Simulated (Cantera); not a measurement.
## Thermodynamics of silicon carbide growth, feed SiH2Cl2 + CH4 + H2

Feed: 1 mol SiH2Cl2, a varied amount of CH4, 19 mol H2, held at 825 °C and 430 Pa.

Method: chemical equilibrium by Gibbs-energy minimisation in Cantera with the NASA 1993 tables (ideal gas, pure condensed phases). Candidate condensed phases: C, C6H6, C7H8, C8H18, Si, SiC; 109 gas species. Mutual solubility and eutectic melting of coexisting phases are not modelled. The tables' values for SiCl3 are old estimates; treat these amounts as uncertain. Equilibrium is a limit: real reactors are often held back by kinetics, nucleation or transport.

| n(CH4) (mol) | log p H2 | log p HCl | log p SiCl4 | log p SiCl2 | log p SiHCl3 | n Si(s) | n SiC(s) |
|---|---|---|---|---|---|---|---|
| 0.026 | -2.40 | -3.67 | -4.55 | -4.65 | -5.11 | 0.658 | 0.0260 |
| 0.038 | -2.40 | -3.68 | -4.55 | -4.65 | -5.11 | 0.646 | 0.0380 |
| 0.055 | -2.40 | -3.68 | -4.56 | -4.65 | -5.11 | 0.629 | 0.0550 |
| 0.079 | -2.40 | -3.68 | -4.56 | -4.65 | -5.11 | 0.605 | 0.0790 |
| 0.11 | -2.40 | -3.68 | -4.56 | -4.65 | -5.12 | 0.575 | 0.110 |
| 0.16 | -2.40 | -3.68 | -4.56 | -4.65 | -5.12 | 0.525 | 0.160 |
| 0.24 | -2.39 | -3.68 | -4.57 | -4.66 | -5.12 | 0.447 | 0.240 |
| 0.34 | -2.39 | -3.68 | -4.58 | -4.66 | -5.13 | 0.348 | 0.340 |
| 0.49 | -2.39 | -3.68 | -4.59 | -4.67 | -5.14 | 0.200 | 0.490 |
| 0.71 | -2.39 | -3.67 | -4.62 | -4.72 | -5.18 | 0 | 0.710 |
| 1 | -2.41 | -3.43 | -6.53 | -7.12 | -7.34 | 0 | 0.998 |
log p: log10 of the partial pressure in bar; n: condensed amount in mol.

From 0.026 mol CH4 to 0.49 mol CH4 the condensed part is Si(s) + SiC(s). From 0.71 mol CH4 to 1 mol CH4 the condensed part is SiC(s). The main Si-bearing gas is SiCl4 throughout.
